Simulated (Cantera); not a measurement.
# Adiabatic ignition

An adiabatic, constant-volume homogeneous reactor starts with 9.67 % CO, 0.387 % H2, 7.83 % CH4, 17.2 % O2, 64.9 % N2, at 1373 K and 4.05 atm.

Detailed kinetics in Cantera: GRI-Mech 3.0 (53 species, 325 reactions). Above 3000 K some thermodynamic fits are extrapolated.

```
t (s)     T (K)  P (bar)    x CO     x H2   x CH4    x CH2O    x C2H6
--------  -----  -------  ------  -------  ------  --------  --------
8.00e-6    1373     4.10  0.0967  0.00387  0.0783   5.51e-8  7.45e-10
3.71e-5    1373     4.10  0.0967  0.00387  0.0783   1.70e-6   1.48e-7
0.000172   1374     4.10  0.0967  0.00386  0.0782   5.91e-5   3.31e-5
0.000800   1395     4.16  0.0965  0.00406  0.0756  0.000672  0.000660
0.00371    3018     9.17  0.0907   0.0190  <1e-12   6.39e-9    <1e-12
0.0172     3018     9.17  0.0907   0.0190  <1e-12   6.39e-9    <1e-12
0.0800     3018     9.17  0.0907   0.0190  <1e-12   6.39e-9    <1e-12
0.371      3018     9.17  0.0907   0.0190  <1e-12   6.39e-9    <1e-12
1.72       3018     9.17  0.0907   0.0190  <1e-12   6.39e-9    <1e-12
8.00       3018     9.17  0.0907   0.0190  <1e-12   6.39e-9    <1e-12
```
x: mole fraction; the columns are a selection and need not sum to one.

time of steepest temperature rise: 1.33 ms
temperature at 8.00 s: 3018 K
equilibrium temperature: 3018 K
x(CO) at 8.00 s: 0.0907 (gas-phase equilibrium 0.0907)
x(H2) at 8.00 s: 0.0190 (gas-phase equilibrium 0.0190)
x(CH4) at 8.00 s: <1e-12 (gas-phase equilibrium <1e-12)
